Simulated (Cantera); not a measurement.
# Adiabatic ignition

An adiabatic, constant-volume homogeneous reactor starts with 2.70 % CH₄, 0.405 % C₂H₆, 0.620 % C₃H₈, 20.2 % O₂, 76.1 % N₂, equivalence ratio 0.49, at 1523 K and 2180 Torr.

Computed with Cantera and GRI-Mech 3.0 (53 species, 325 reactions). GRI-Mech 3.0 was tuned for natural gas; its chemistry of propane as a main component is partial and can be far from experiment.

| t (s) | T (K) | P (bar) | x CH₄ | x C₂H₆ | x C₃H₈ | x H₂O | x H₂ | x CH₂CO | x OH |
|---|---|---|---|---|---|---|---|---|---|
| 2.00e-6 | 1522 | 2.90 | 0.0269 | 0.00402 | 0.00612 | 2.30e-5 | 1.92e-5 | 1.89e-8 | 3.77e-6 |
| 5.16e-6 | 1521 | 2.90 | 0.0269 | 0.00396 | 0.00593 | 0.000150 | 8.55e-5 | 4.60e-7 | 1.02e-5 |
| 1.33e-5 | 1523 | 2.91 | 0.0262 | 0.00373 | 0.00513 | 0.00120 | 0.000531 | 1.51e-5 | 3.07e-5 |
| 3.44e-5 | 1652 | 3.19 | 0.0187 | 0.00143 | 0.000899 | 0.0172 | 0.00663 | 0.000974 | 0.000313 |
| 8.87e-5 | 2659 | 5.15 | <1e-12 | <1e-12 | <1e-12 | 0.0814 | 0.00149 | <1e-12 | 0.0118 |
| 0.000229 | 2661 | 5.16 | <1e-12 | <1e-12 | <1e-12 | 0.0817 | 0.00143 | <1e-12 | 0.0116 |
| 0.000591 | 2655 | 5.14 | <1e-12 | <1e-12 | <1e-12 | 0.0819 | 0.00140 | <1e-12 | 0.0113 |
| 0.00152 | 2643 | 5.12 | <1e-12 | <1e-12 | <1e-12 | 0.0822 | 0.00137 | <1e-12 | 0.0109 |
| 0.00394 | 2633 | 5.10 | <1e-12 | <1e-12 | <1e-12 | 0.0824 | 0.00133 | <1e-12 | 0.0106 |
| 0.0102 | 2631 | 5.09 | <1e-12 | <1e-12 | <1e-12 | 0.0825 | 0.00132 | <1e-12 | 0.0105 |
| 0.0262 | 2631 | 5.09 | <1e-12 | <1e-12 | <1e-12 | 0.0825 | 0.00132 | <1e-12 | 0.0105 |
| 0.0676 | 2631 | 5.09 | <1e-12 | <1e-12 | <1e-12 | 0.0825 | 0.00132 | <1e-12 | 0.0105 |
| 0.175 | 2631 | 5.09 | <1e-12 | <1e-12 | <1e-12 | 0.0825 | 0.00132 | <1e-12 | 0.0105 |
| 0.450 | 2631 | 5.09 | <1e-12 | <1e-12 | <1e-12 | 0.0825 | 0.00132 | <1e-12 | 0.0105 |
| 1.16 | 2631 | 5.09 | <1e-12 | <1e-12 | <1e-12 | 0.0825 | 0.00132 | <1e-12 | 0.0105 |
| 3.00 | 2631 | 5.09 | <1e-12 | <1e-12 | <1e-12 | 0.0825 | 0.00132 | <1e-12 | 0.0105 |
x: mole fraction; the columns are a selection and need not sum to one.

```yaml
time_of_steepest_temperature_rise: 40.2 µs
temperature at 3.00 s: 2631 K
equilibrium_temperature: 2631 K
x(CH₄) at 3.00 s: <1e-12 (gas-phase equilibrium <1e-12)
x(C₂H₆) at 3.00 s: <1e-12 (gas-phase equilibrium <1e-12)
x(C₃H₈) at 3.00 s: <1e-12 (gas-phase equilibrium <1e-12)
```
